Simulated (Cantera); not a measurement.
Feed: 1 mol Pb, 0.49 mol H2O, 7.6 mol CO, held at 1202 °C and 24000 Pa.

Cantera equilibrium calculation (NASA polynomials, part measured and part estimated; ideal gas, pure solids and liquids). Candidate condensed phases: C, C6H6, C7H8, C8H18, H2O, Pb, PbO, PbO2, Pb3O4; 113 gas species. Rates play no part.

Base state: CO 0.816, Pb 0.0800, H2 0.0485, CO2 0.0485, H2O 0.00717, Pb2 2.85e-5 (mole fractions); condensed: Pb(l).

Q: What changes in the equilibrium state with this change: Pb replaced by Si?

A: 
```tsv
species	before	after
CO	0.816	0.925
H2	0.0485	0.0744
CO2	0.0485	0.000171
Pb	0.0800	0
Pb2	2.85e-5	0
H2O	0.00717	3.41e-5
Pb(l), mol	0.296	0
C(graphite), mol	0	1.51
SiO2(β-quartz), mol	0	1.000
```
The tables hold silica as quartz up to 1696 K and as liquid above; real silica turns to tridymite and cristobalite and melts near 1996 K. Further candidate phases: Si, SiC, SiO2.

Q: What changes in the equilibrium state with this change: H2O from 0.49 to 0.037 mol?

A: 
| species | before | after |
|---|---|---|
| CO | 0.816 | 0.911 |
| Pb | 0.0800 | 0.0800 |
| CO2 | 0.0485 | 0.00440 |
| H2 | 0.0485 | 0.00440 |
| H2O | 0.00717 | 5.28e-5 |
| Pb2 | 2.85e-5 | 2.85e-5 |
| Pb(l), mol | 0.296 | 0.335 |
